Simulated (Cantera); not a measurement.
Gas-phase reforming

A perfectly stirred reactor is fed with 21.0 % CH4, 77.7 % CO2, 1.34 % H2, at 2.17 atm; it is held at 1900 K, and followed from long to short residence time.

Computed with Cantera and GRI-Mech 3.0 (53 species, 325 reactions).

| τ (s) | x CH4 | x CO2 | x H2 | x C2H4 | x O | x H2O |
|---|---|---|---|---|---|---|
| 2.3 | 0.000463 | 0.206 | 0.110 | 2.35e-7 | 2.69e-8 | 0.194 |
| 0.90 | 0.00109 | 0.207 | 0.109 | 1.30e-6 | 2.65e-8 | 0.194 |
| 0.35 | 0.00236 | 0.212 | 0.107 | 6.12e-6 | 2.58e-8 | 0.194 |
| 0.14 | 0.00450 | 0.221 | 0.102 | 2.24e-5 | 2.35e-8 | 0.195 |
| 0.055 | 0.00783 | 0.243 | 0.0930 | 6.82e-5 | 1.91e-8 | 0.197 |
| 0.021 | 0.0128 | 0.284 | 0.0798 | 0.000181 | 1.43e-8 | 0.199 |
| 0.0084 | 0.0203 | 0.344 | 0.0681 | 0.000429 | 1.08e-8 | 0.194 |
| 0.0033 | 0.0343 | 0.426 | 0.0637 | 0.00102 | 8.36e-9 | 0.173 |
| 0.0013 | 0.0605 | 0.526 | 0.0705 | 0.00222 | 6.48e-9 | 0.127 |
| 0.00051 | 0.0991 | 0.629 | 0.0768 | 0.00413 | 4.93e-9 | 0.0687 |
x: mole fraction; the columns are a selection and need not sum to one.
